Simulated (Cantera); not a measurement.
Feed: 1 mol CH4, 0.3 mol CO2, 2.6 mol H2, held at 0.0100 bar.

These are equilibrium values from Cantera (NASA tables, ideal gas, pure condensed phases), not measurements of a reactor. Candidate condensed phases: C, C6H6, C7H8, C8H18, H2O; 110 gas species. Equilibrium is a limit: real reactors are often held back by kinetics, nucleation or transport. All values below are at 1273 K.

Base state: H2 0.885, CO 0.115, CH4 7.35e-5, H2O 1.21e-5 (mole fractions); condensed: C(graphite).

### Question
What changes in the equilibrium state with this change: pressure from 0.0100 bar to 1.00 bar?

### Answer
```csv
species,before,after
H2,0.885,0.877
CO,0.115,0.115
CH4,7.35e-5,0.00722
H2O,1.21e-5,0.00120
CO2,9.57e-7,9.50e-5
"C(graphite), mol",0.700,0.669
```
